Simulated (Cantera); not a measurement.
Input (Python, Cantera) and output of one run.

```python
import numpy as np
import cantera as ct

gas_names = """
    Mg MgN MgO Mg2 N NO NO2 NO3 N2 N2O O O2 O3
""".split()
cond_names = """
    Mg(cr) Mg(L) MgO(s) MgO(L)
""".split()


# ... load() reads the species with a 1 bar reference pressure and builds the phases ...
atoms = {
    'MgO': {'Mg': 1, 'O': 1},
    'N2': {'N': 2},
}
top_T = {}  # K; cautious upper limits of use, not melting points


# ... equilibrate(T, P, feed) seeds the gas with the atoms and calls Mixture.equilibrate('TP', solver="vcs", rtol=1e-11, max_steps=5000) ...
results = []
feed = {'MgO': 1, 'N2': 0.051}  # mol
T = 2398.15  # K
for P in [1, 16, 250, 4000, 63000, 1000000]:
    mix = equilibrate(T, P, feed)
    results.append((T, P, feed, dict(zip(mix.species_names, mix.species_moles))))

top = {s: max(r[3][s] / sum(r[3][g] for g in gas_names) for r in results) for s in gas_names}
cols = sorted((s for s in top if top[s] > 0.001), key=lambda s: -top[s])[:6]
seen = [c for c in cond_names if any(r[3].get(c, 0) > 1e-12 for r in results)]
print("log10 of partial pressures in bar; condensed amounts in mol")
print(f"{'P/Pa':>10s}" + "".join(f"{s[:9]:>10s}" for s in cols + seen))
for T, P, feed, n in results:
    ng = sum(n[g] for g in gas_names)
    print(f"{P:10.4g}" + "".join(f"{np.log10(max(n[s] / ng * P / 1e5, 1e-99)):10.3f}" for s in cols)
          + "".join(f"{n.get(c, 0):10.4g}" for c in seen))
```

Output:

```
log10 of partial pressures in bar; condensed amounts in mol
      P/Pa        N2        Mg         O        O2        NO       MgO    MgO(s)
         1    -6.603    -5.300    -5.351    -6.570    -7.915    -8.224         0
        16    -5.361    -4.050    -4.381    -4.629    -6.324    -6.003         0
       250    -2.765    -3.330    -3.956    -3.780    -4.601    -4.858    0.9858
      4000    -1.408    -3.299    -3.987    -3.842    -3.953    -4.858    0.9993
   6.3e+04    -0.201    -3.203    -4.083    -4.033    -3.446    -4.858    0.9999
     1e+06     1.000    -2.996    -4.290    -4.447    -3.053    -4.858         1
```

Method: chemical equilibrium by Gibbs-energy minimisation in Cantera with the NASA 1993 tables (ideal gas, pure condensed phases).
